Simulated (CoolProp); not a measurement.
Vapour-liquid equilibrium of acetone (1) + n-decane (2) at 151.25 °C; x and y are mole fractions of (1).

The numbers come from the multi-fluid Helmholtz-energy mixture model, Lemmon 2006 and Lemmon 2006; pair parameters Bell 2016 in CoolProp.

**Question.** Give the bubble pressure and the first vapour's composition at x = 0.05, 0.5, 0.8. Is there an azeotrope?

**Answer.** x = 0.05: 0.1306 MPa, y = 0.585; x = 0.5: 0.7016 MPa, y = 0.936; x = 0.8: 0.9506 MPa, y = 0.969. No azeotrope shows between x = 0.05 and 0.95.

The pair parameters rest on a limited set of measurements; away from them the model extrapolates. The gap from Raoult's law changes sign with composition, which may be real or a fault of the pair parameters; it wasn't checked against measurements.
